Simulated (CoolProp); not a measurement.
The fluid at 336.11 K and 4.1 MPa is throttled through a valve to 1.5 MPa with no heat exchange. The same conditions are run with several fluids, on thermodynamics alone (safety and materials aside).

Model: reference Helmholtz-energy equation of state of each fluid (chlorine: Thol 2021; n-hexane: Thol 2019; dodecamethylcyclohexasiloxane (D6): Colonna 2008; decamethylcyclopentasiloxane (D5): Thol 2019; n-pentane: Thol 2019), in CoolProp.

| fluid | temperature change (K) | final phase | final density (kg/m³) |
|---|---|---|---|
| chlorine | [?] | [?] | 537 |
| n-hexane | [?] | liquid | [?] |
| dodecamethylcyclohexasiloxane (D6) | +1.0 | liquid | 930 |
| decamethylcyclopentasiloxane (D5) | +1.0 | liquid | 915 |
| n-pentane | [?] | liquid | 583 |

Task: Fill in the missing entries.

Result: 
- chlorine, temperature change (K): -11.3
- chlorine, final phase: two-phase, vapour fraction 0.054
- n-hexane, temperature change (K): +0.8
- n-hexane, final density (kg/m³): 620
- n-pentane, temperature change (K): +0.7
